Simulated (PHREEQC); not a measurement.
Dissolve 0.004 mol/kgw Cu(BF4)2 and 0.00053 mol/kgw FeCl3 at 25 °C. Closed to the air; pH follows from the charge balance.

The numbers come from PHREEQC with the ion-association model, wateq4f.dat.

This is a speciation only: nothing precipitates in the calculation.

Order these Fe species by the share of Fe that they hold, largest first: FeF2+, FeF3, FeF+2.

FeF3 (67 %), FeF2+ (32 %), FeF+2 (0.78 %)

The pH is 2.80 and the ionic strength 0.0138 mol/kgw. The solution is supersaturated, for example in Hematite (slow to form), Goethite (slow to form), so a real one may precipitate; this is no full list. Real BF4- forms and hydrolyses slowly; the run takes it at equilibrium. Fluoro complexes past AlF4- and FeF3 are missing from the database.
